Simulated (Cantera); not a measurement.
## Equilibrium for nitride etching: AlN + HCl + H₂ + H₂O

Input: 1 mol AlN, 1.3 mol HCl, 9.3 mol H₂, 0.16 mol H₂O, held at 135 Torr.

These are equilibrium values from Cantera (NASA tables, ideal gas, pure condensed phases), not measurements of a reactor. Candidate condensed phases: Al, AlCl₃, AlN, Al₂O₃, H₂O, NH₄Cl; 45 gas species. Mutual solubility and eutectic melting of coexisting phases are not modelled. The tables' values for AlCl₂, AlOH are old estimates; treat these amounts as uncertain. Condensed phases not in the tables: aluminium oxynitride. The numbers say what is thermodynamically allowed, not how fast it happens.

| T (°C) | x H₂ | x AlCl | x HCl | x N₂ | x AlCl₃ | x AlCl₂ | x H | x Al | n AlN(s) | n Al₂O₃(s) |
|---|---|---|---|---|---|---|---|---|---|---|
| 900 | 0.907 | 6.82e-7 | 0.0556 | 0.0157 | 0.0215 | 1.96e-5 | 2.65e-7 | <1e-12 | 0.660 | 0.0533 |
| 975 | 0.908 | 5.80e-6 | 0.0544 | 0.0159 | 0.0219 | 7.20e-5 | 1.05e-6 | <1e-12 | 0.656 | 0.0533 |
| 1050 | 0.908 | 3.85e-5 | 0.0534 | 0.0161 | 0.0221 | 0.000226 | 3.56e-6 | 6.79e-12 | 0.651 | 0.0533 |
| 1125 | 0.908 | 0.000206 | 0.0523 | 0.0164 | 0.0221 | 0.000623 | 1.06e-5 | 1.52e-10 | 0.645 | 0.0533 |
| 1200 | 0.908 | 0.000917 | 0.0512 | 0.0169 | 0.0216 | 0.00152 | 2.84e-5 | 2.44e-9 | 0.633 | 0.0533 |
| 1275 | 0.905 | 0.00340 | 0.0496 | 0.0182 | 0.0200 | 0.00323 | 6.91e-5 | 2.92e-8 | 0.603 | 0.0533 |
| 1350 | 0.899 | 0.0104 | 0.0469 | 0.0213 | 0.0166 | 0.00582 | 0.000154 | 2.65e-7 | 0.534 | 0.0533 |
| 1425 | 0.886 | 0.0255 | 0.0416 | 0.0272 | 0.0109 | 0.00831 | 0.000321 | 1.88e-6 | 0.394 | 0.0533 |
| 1500 | 0.868 | 0.0494 | 0.0326 | 0.0361 | 0.00488 | 0.00855 | 0.000625 | 1.09e-5 | 0.176 | 0.0533 |
| 1575 | 0.854 | 0.0685 | 0.0252 | 0.0429 | 0.00164 | 0.00643 | 0.00115 | 4.30e-5 | 0 | 0.0532 |
| 1650 | 0.851 | 0.0703 | 0.0279 | 0.0428 | 0.000891 | 0.00523 | 0.00205 | 8.28e-5 | 0 | 0.0530 |
| 1725 | 0.847 | 0.0715 | 0.0297 | 0.0427 | 0.000476 | 0.00418 | 0.00348 | 0.000155 | 0 | 0.0526 |
| 1800 | 0.844 | 0.0723 | 0.0310 | 0.0427 | 0.000256 | 0.00332 | 0.00569 | 0.000282 | 0 | 0.0518 |
x: gas mole fraction; n: condensed amount in mol.

From 900 °C to 1500 °C the condensed part is AlN(s) + Al₂O₃(s). From 1575 °C to 1800 °C the condensed part is Al₂O₃(s). The main Al-bearing gas is AlCl₃ at 900 °C and AlCl at 1800 °C. The share of Al in condensed phases is highest at 900 °C (76.7 %) and lowest at 1800 °C (10.4 %).
